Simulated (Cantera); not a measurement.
An isothermal plug-flow reactor at 950 K and 0.930 bar (inlet), inlet velocity 0.64 m/s, active area per volume 1300 1/m; feed CH₄ : O₂ : N₂ = 0.002 : 0.028 : 0.79 (molar parts).

Model: Deutschmann's 1995 Pt surface mechanism with GRI-Mech 3.0 gas chemistry, integrated in Cantera. Catalytic surfaces can have several steady states; this one follows from the mechanism file's or the stated starting coverage. Mass transfer to the wall is taken as infinitely fast.

Question: What does this change do: temperature 950 to 823 K?

Answer: 
```tsv
quantity	before	after
x(CH₄) at z = 0.0096 m	0.000589	0.00214
x(O₂) at z = 0.0096 m	0.0304	0.0335
x(H₂O) at z = 0.0096 m	0.00370	0.000607
x(CO₂) at z = 0.0096 m	0.00185	0.000303
x(CO) at z = 0.0096 m	2.67e-7	4.11e-7
θ(free Pt) at the exit	0.206	0.0754
θ(O*) at the exit	0.793	0.924
```
